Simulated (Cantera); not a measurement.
Fe2O3 + H2 + N2 (hydrogen reduction and annealing atmospheres)

A closed system holds: 1 mol Fe2O3, 270 mol H2, 3 mol N2, equilibrated at 3.45 Torr.

Equilibrium computed with Cantera from the NASA thermochemical tables; the gas is ideal and each condensed phase is pure. Candidate condensed phases: Fe, FeO, Fe(OH)2, Fe(OH)3, Fe2O3, Fe3O4, H2O; 27 gas species. Kinetics and transport are ignored.

```csv
T (K),x H2,x H2O,x N2,x H,n Fe(α),n Fe(γ),n Fe(δ)
1100,0.978,0.0110,0.0110,3.77e-7,2.00,0,0
1150,0.978,0.0110,0.0110,1.09e-6,2.00,0,0
1200,0.978,0.0110,0.0110,2.88e-6,0,2.00,0
1250,0.978,0.0110,0.0110,7.05e-6,0,2.00,0
1300,0.978,0.0110,0.0110,1.61e-5,0,2.00,0
1350,0.978,0.0110,0.0110,3.47e-5,0,2.00,0
1400,0.978,0.0110,0.0110,7.09e-5,0,2.00,0
1450,0.978,0.0110,0.0110,0.000138,0,2.00,0
1500,0.978,0.0110,0.0110,0.000257,0,1.99,0
1550,0.977,0.0110,0.0110,0.000459,0,1.98,0
1600,0.977,0.0110,0.0110,0.000792,0,1.93,0
1650,0.976,0.0110,0.0110,0.00132,0,1.84,0
1700,0.975,0.0110,0.0110,0.00214,0,0,1.63
```
x: gas mole fraction; n: condensed amount in mol.

From 1100 K to 1150 K the condensed part is Fe(α). From 1200 K to 1650 K the condensed part is Fe(γ). At 1700 K the condensed part is Fe(δ).
